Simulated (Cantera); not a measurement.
Cantera run:

```python
import numpy as np
import cantera as ct

gas_names = """
    H HO2 H2 H2O H2O2 O OH O2 O3 Si SiH SiH2 SiH3 SiH4 SiO SiO2 Si2 Si3
""".split()
cond_names = """
    H2O(s) H2O(L) Si(cr) Si(L) SiO2(Lqz) SiO2(hqz) SiO2(L)
""".split()


# ... load() reads the species with a 1 bar reference pressure and builds the phases ...
atoms = {
    'SiO2': {'Si': 1, 'O': 2},
    'H2': {'H': 2},
    'H2O': {'H': 2, 'O': 1},
}
top_T = {}  # K; cautious upper limits of use, not melting points


# ... equilibrate(T, P, feed) seeds the gas with the atoms and calls Mixture.equilibrate('TP', solver="vcs", rtol=1e-11, max_steps=5000) ...
results = []
feed = {'SiO2': 1, 'H2': 2100, 'H2O': 6.6}  # mol
P = 360000  # Pa
for T in [673, 873, 1073, 1273, 1473, 1673, 1873, 2073, 2273]:
    mix = equilibrate(T, P, feed)
    results.append((T, P, feed, dict(zip(mix.species_names, mix.species_moles))))

top = {s: max(r[3][s] / sum(r[3][g] for g in gas_names) for r in results) for s in gas_names}
cols = sorted((s for s in top if top[s] > 0.0001), key=lambda s: -top[s])[:7]
seen = [c for c in cond_names if any(r[3].get(c, 0) > 1e-12 for r in results)]
print("log10 of partial pressures in bar; condensed amounts in mol")
print(f"{'T/K':>10s}" + "".join(f"{s[:9]:>10s}" for s in cols + seen))
for T, P, feed, n in results:
    ng = sum(n[g] for g in gas_names)
    print(f"{T:10.4g}" + "".join(f"{np.log10(max(n[s] / ng * P / 1e5, 1e-99)):10.3f}" for s in cols)
          + "".join(f"{n.get(c, 0):10.4g}" for c in seen))
```

Result:

```
log10 of partial pressures in bar; condensed amounts in mol
       T/K        H2         H       H2O       SiO SiO2(Lqz) SiO2(hqz)
       673     0.555   -13.980    -1.948   -29.930         1         0
       873     0.555   -10.052    -1.948   -19.998         0         1
      1073     0.555    -7.576    -1.948   -13.833         0         1
      1273     0.555    -5.869    -1.948    -9.639         0         1
      1473     0.555    -4.620    -1.948    -6.609         0    0.9999
      1673     0.555    -3.666    -1.946    -4.324         0    0.9722
      1873     0.554    -2.913    -1.887    -2.768         0         0
      2073     0.554    -2.303    -1.887    -2.768         0         0
      2273     0.553    -1.799    -1.888    -2.769         0         0
```

Cantera equilibrium calculation (NASA polynomials, part measured and part estimated; ideal gas, pure solids and liquids). The tables hold silica as quartz up to 1696 K and as liquid above; real silica turns to tridymite and cristobalite and melts near 1996 K. Gases not in the tables: Si(OH)4.
